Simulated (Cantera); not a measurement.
Feed: 1 mol Si, 7.6 mol F2, 0.51 mol H2, at 600 K and 0.00230 bar.

Equilibrium computed with Cantera from the NASA thermochemical tables; the gas is ideal and each condensed phase is pure. Rates play no part.

```json
[
 {"species": "F2", "before": "0.714", "after": "0.716"},
 {"species": "HF", "before": "0.143", "after": "0.143"},
 {"species": "SiF4", "before": "0.140", "after": "0.141"},
 {"species": "F", "before": "0.00248", "after": "0.000148"}
]
```
Gas species are given as mole fractions.

Problem. What was changed between the two runs?
(A) F2 from 7.6 to 1.5 mol
(B) pressure from 0.00230 bar to 0.650 bar
(C) temperature from 600 K to 923.15 K
(D) F2 from 7.6 to 0.84 mol

Solution. B, pressure from 0.00230 bar to 0.650 bar
